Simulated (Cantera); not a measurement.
An isothermal, constant-pressure homogeneous reactor starts with NO : N2 = 1 : 1.1 (molar parts), at 2125 K and 0.0267 bar. Integrator tolerance rtol = 1e-08.

Detailed kinetics in Cantera: GRI-Mech 3.0 (53 species, 325 reactions). Radical loss at walls, strong at low pressure, is not modelled.

Problem. What does this change do: 0.042 parts H2O added?

Solution. 
```csv
quantity,before,after
x(NO) at 2.00 s,0.211 (gas-phase equilibrium 0.0109),0.164 (gas-phase equilibrium 0.0106)
x(O2) at 2.00 s,0.130 (gas-phase equilibrium 0.230),0.148 (gas-phase equilibrium 0.224)
x(O) at 2.00 s,0.00376 (gas-phase equilibrium 0.00488),0.00393 (gas-phase equilibrium 0.00482)
x(N2) at 2.00 s,0.655 (gas-phase equilibrium 0.755),0.663 (gas-phase equilibrium 0.739)
x(N2O) at 2.00 s,1.20e-5 (gas-phase equilibrium 9.69e-8),3.99e-6 (gas-phase equilibrium 9.37e-8)
x(NO2) at 2.00 s,3.80e-5 (gas-phase equilibrium 2.63e-6),3.16e-5 (gas-phase equilibrium 2.54e-6)
```
